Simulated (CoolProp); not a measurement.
Model: reference Helmholtz-energy equation of state, Penoncello 2003, in CoolProp.

**Question.** Give the vapour pressure (MPa), liquid cp (kJ/(kg K)), vapour Z, surface tension (mN/m) of saturated CHF3 (R23) at -13.55 °C.

**Answer.** 
```
T (°C)  p (MPa)  liquid cp (kJ/(kg K))  vapour Z  surface tension (mN/m)
------  -------  ---------------------  --------  ----------------------
-13.55     1.70                   1.59     0.733                    4.75
```

Surface tension comes from a separate correlation (Mulero 2012).
